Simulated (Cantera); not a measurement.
# Ignition delay

Mixture: CH4 : C2H6 : C3H8 : O2 : N2 = 1 : 0.21 : 0.034 : 1.94 : 7.28 (molar parts), equivalence ratio 1.5, at 310000 Pa, adiabatic and at constant pressure. Ignition delay is the time to a rise of 400 K.

Detailed kinetics in Cantera: GRI-Mech 3.0 (53 species, 325 reactions).

```json
[
 {"T0 (K)": "1225", "delay (ms)": "1.01"},
 {"T0 (K)": "1275", "delay (ms)": "0.563"},
 {"T0 (K)": "1325", "delay (ms)": "0.333"},
 {"T0 (K)": "1375", "delay (ms)": "0.206"},
 {"T0 (K)": "1425", "delay (ms)": "0.132"},
 {"T0 (K)": "1475", "delay (ms)": "0.0869"},
 {"T0 (K)": "1525", "delay (ms)": "0.0587"}
]
```

```yaml
apparent activation energy between 1425 and 1525 K: 150 kJ/mol
```
